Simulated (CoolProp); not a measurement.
A closed Brayton cycle with dry air: compressor inlet 305.15 K and 4.9 MPa, high pressure 17 MPa, turbine inlet 910 K, compressor efficiency 0.89, turbine efficiency 0.9, recuperator effectiveness 0 (on enthalpy, no pinch check). Each further row changes one setting.

Model: reference Helmholtz-energy equation of state, Lemmon 2000, in CoolProp. It is a pseudo-pure fit of the blend.

```json
[
 {"case": "as stated", "thermal efficiency (%)": "(withheld)", "net work (kJ/kg)": "107", "compressor to turbine work": "0.58", "compressor exit (K)": "453.4", "turbine exit (K)": "681.9"},
 {"case": "turbine inlet 860 K", "thermal efficiency (%)": "20.7", "net work (kJ/kg)": "(withheld)", "compressor to turbine work": "0.62", "compressor exit (K)": "453.4", "turbine exit (K)": "(withheld)"},
 {"case": "compressor inlet 315.15 K", "thermal efficiency (%)": "20.8", "net work (kJ/kg)": "(withheld)", "compressor to turbine work": "(withheld)", "compressor exit (K)": "467.9", "turbine exit (K)": "681.9"},
 {"case": "high pressure 14.4 MPa", "thermal efficiency (%)": "(withheld)", "net work (kJ/kg)": "101", "compressor to turbine work": "0.56", "compressor exit (K)": "430.6", "turbine exit (K)": "(withheld)"},
 {"case": "recuperator effectiveness 0.5", "thermal efficiency (%)": "27.9", "net work (kJ/kg)": "107", "compressor to turbine work": "0.58", "compressor exit (K)": "453.4", "turbine exit (K)": "681.9"}
]
```

Task: Some entries are withheld; supply them.

Result: 
- as stated, thermal efficiency (%): 21.2
- turbine inlet 860 K, net work (kJ/kg): 93.1
- turbine inlet 860 K, turbine exit (K): 642.5
- compressor inlet 315.15 K, net work (kJ/kg): 102
- compressor inlet 315.15 K, compressor to turbine work: 0.61
- high pressure 14.4 MPa, thermal efficiency (%): 19.1
- high pressure 14.4 MPa, turbine exit (K): 708.8
